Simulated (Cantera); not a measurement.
A closed system holds: 1 mol CuO, 4.2 mol H₂, equilibrated at 0.0260 bar.

Method: chemical equilibrium by Gibbs-energy minimisation in Cantera with the NASA 1993 tables (ideal gas, pure condensed phases). Candidate condensed phases: Cu, CuO, Cu(OH)₂, Cu₂O, H₂O; 12 gas species. Equilibrium is a limit: real reactors are often held back by kinetics, nucleation or transport.

**Question.** Which condensed phases are stable at each of these points (T (°C)): 975, 1050, 1125, 1200, 1275, 1350, 1425, 1500, 1575, 1650, 1725, 1800, 1875, 1950?

**Answer.** 
```
T (°C)  condensed phases  Cu condensed (%)
------  ----------------  ----------------
975                Cu(s)             100.0
1050               Cu(s)             100.0
1125               Cu(l)             100.0
1200               Cu(l)              99.9
1275               Cu(l)              99.7
1350               Cu(l)              99.1
1425               Cu(l)              97.5
1500               Cu(l)              93.5
1575               Cu(l)              84.3
1650               Cu(l)              63.8
1725               Cu(l)              17.3
1800            gas only               0.0
1875            gas only               0.0
1950            gas only               0.0
```

From 975 °C to 1050 °C the condensed part is Cu(s). From 1125 °C to 1725 °C the condensed part is Cu(l). From 1800 °C to 1950 °C nothing is condensed.
